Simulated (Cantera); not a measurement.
Input: 1 mol SiC, 0.82 mol N2O, 2.8 mol H2, equilibrated at 7.50 Torr.

Method: chemical equilibrium by Gibbs-energy minimisation in Cantera with the NASA 1993 tables (ideal gas, pure condensed phases). Candidate condensed phases: C, C6H6, C7H8, C8H18, H2O, Si, SiC, SiO2, Si2N2O, Si3N4; 151 gas species. Mutual solubility and eutectic melting of coexisting phases are not modelled. Gases not in the tables: Si2H6 and higher silanes. The numbers say what is thermodynamically allowed, not how fast it happens.

Q: Which condensed phases are stable at each of these points (T (K)): 1450, 1500, 1550, 1600, 1650, 1700, 1750, 1800, 1850, 1900, 1950, 2000?

A: 
```csv
T (K),condensed phases,Si condensed (%)
1450,C(graphite) + Si2N2O(s),100.0
1500,SiC(s) + Si2N2O(s),99.9
1550,SiC(s) + Si2N2O(s),99.5
1600,SiC(s) + Si2N2O(s),98.1
1650,SiC(s) + Si2N2O(s),93.9
1700,SiC(s) + Si2N2O(s),82.3
1750,SiC(s),59.0
1800,SiC(s),58.9
1850,SiC(s),58.9
1900,SiC(s),58.8
1950,SiC(s),58.6
2000,SiC(s),58.2
```

At 1450 K the condensed part is C(graphite) + Si2N2O(s). From 1500 K to 1700 K the condensed part is SiC(s) + Si2N2O(s). From 1750 K to 2000 K the condensed part is SiC(s).
